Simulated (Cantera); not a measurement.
A perfectly stirred reactor is fed with 0.872 % H2, 99.1 % O2, at 2.63 Torr; it is held at 1325 K, and followed from long to short residence time.

Detailed kinetics in Cantera: GRI-Mech 3.0 (53 species, 325 reactions). Radical loss at walls, strong at low pressure, is not modelled.

**Question.** Predict: x(H2) at τ = 0.980 s; x(O2) at τ = 0.980 s; x(H2O2) at τ = 0.980 s; x(H) at τ = 0.980 s; x(HO2) at τ = 0.980 s; x(H2) at τ = 81.0 ms; x(O2) at τ = 81.0 ms; x(H2O2) at τ = 81.0 ms; x(H) at τ = 81.0 ms; x(HO2) at τ = 81.0 ms.

**Answer.** 
* **x(H2) at τ = 0.980 s**: 5.82e-5
* **x(O2) at τ = 0.980 s**: 0.984
* **x(H2O2) at τ = 0.980 s**: 3.20e-9
* **x(H) at τ = 0.980 s**: 0.000210
* **x(HO2) at τ = 0.980 s**: 1.21e-7
* **x(H2) at τ = 81.0 ms**: 0.000348
* **x(O2) at τ = 81.0 ms**: 0.983
* **x(H2O2) at τ = 81.0 ms**: 4.62e-9
* **x(H) at τ = 81.0 ms**: 0.000310
* **x(HO2) at τ = 81.0 ms**: 1.52e-7
